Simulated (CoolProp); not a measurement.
Saturation properties of hexamethyldisiloxane (MM) (Tc = 245.6 °C, pc = 1.931 MPa, ω = 0.418).

Computed with CoolProp (reference Helmholtz-energy equation of state, Thol 2016).

| T (°C) | p (MPa) | liquid density (kg/m³) | vapour density (kg/m³) | enthalpy of vaporisation (kJ/kg) | liquid cp (kJ/(kg K)) |
|---|---|---|---|---|---|
| 32.75 | 0.008159 | 751.3 | 0.5264 | 225.4 | 1.920 |
| 44.75 | 0.01406 | 738.4 | 0.8773 | 219.9 | 1.952 |
| 56.75 | 0.02307 | 725.3 | 1.397 | 214.3 | 1.986 |
| 68.75 | 0.03627 | 711.9 | 2.137 | 208.6 | 2.020 |
| 80.75 | 0.05491 | 698.2 | 3.160 | 202.8 | 2.055 |
| 92.75 | 0.08043 | 684.2 | 4.537 | 196.7 | 2.092 |
| 104.65 | 0.1141 | 669.8 | 6.334 | 190.5 | 2.129 |
| 116.65 | 0.1582 | 654.8 | 8.678 | 183.9 | 2.167 |
| 128.65 | 0.2143 | 639.2 | 11.67 | 177.0 | 2.207 |
| 140.65 | 0.2846 | 622.9 | 15.46 | 169.6 | 2.250 |
| 152.65 | 0.3711 | 605.6 | 20.24 | 161.7 | 2.296 |
| 164.65 | 0.4763 | 587.3 | 26.23 | 153.2 | 2.347 |
| 176.65 | 0.6026 | 567.6 | 33.80 | 143.8 | 2.405 |
| 188.65 | 0.7531 | 546.0 | 43.43 | 133.5 | 2.476 |
| 200.65 | 0.9311 | 521.9 | 55.91 | 121.7 | 2.569 |

It boils at 100.5 °C under 1 atm.
